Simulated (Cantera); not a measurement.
Ammonia decomposition in nitride growth gas

An isothermal, constant-pressure homogeneous reactor starts with NH3 : H2 = 1 : 0.12 (molar parts), at 2225 K and 1.00 bar.

Detailed kinetics in Cantera: the gas-phase N/H chemistry of the illustrative SiF4/NH3 mechanism in the Surface Chemkin manual (1991). Walls and surfaces, which speed up NH3 decomposition in real reactors, are not modelled.

| t (s) | x NH3 | x H2 | x N2 | x NH | x N |
|---|---|---|---|---|---|
| 2.00e-6 | 0.892 | 0.107 | 5.72e-9 | 4.72e-7 | 1.24e-9 |
| 5.97e-6 | 0.891 | 0.108 | 1.68e-6 | 5.33e-6 | 5.93e-8 |
| 1.78e-5 | 0.888 | 0.109 | 0.000182 | 3.11e-5 | 8.00e-7 |
| 5.32e-5 | 0.878 | 0.116 | 0.00262 | 5.32e-5 | 1.73e-6 |
| 0.000159 | 0.846 | 0.140 | 0.0111 | 5.50e-5 | 1.99e-6 |
| 0.000474 | 0.760 | 0.203 | 0.0339 | 5.70e-5 | 2.51e-6 |
| 0.00141 | 0.567 | 0.345 | 0.0851 | 5.67e-5 | 3.26e-6 |
| 0.00422 | 0.273 | 0.561 | 0.163 | 4.79e-5 | 3.91e-6 |
| 0.0126 | 0.0492 | 0.726 | 0.222 | 2.77e-5 | 4.17e-6 |
| 0.0376 | 0.00105 | 0.759 | 0.235 | 4.07e-6 | 1.63e-6 |
| 0.112 | 0.000132 | 0.759 | 0.235 | 5.54e-7 | 2.31e-7 |
| 0.335 | 3.63e-5 | 0.759 | 0.235 | 1.53e-7 | 6.36e-8 |
| 1.00 | 1.20e-5 | 0.759 | 0.235 | 5.05e-8 | 2.10e-8 |
x: mole fraction; the columns are a selection and need not sum to one.

Equilibrium at this temperature and pressure: NH3 4.61e-6, H2 0.759, N2 0.235, NH 1.94e-8, N 8.08e-9 (gas phase only).
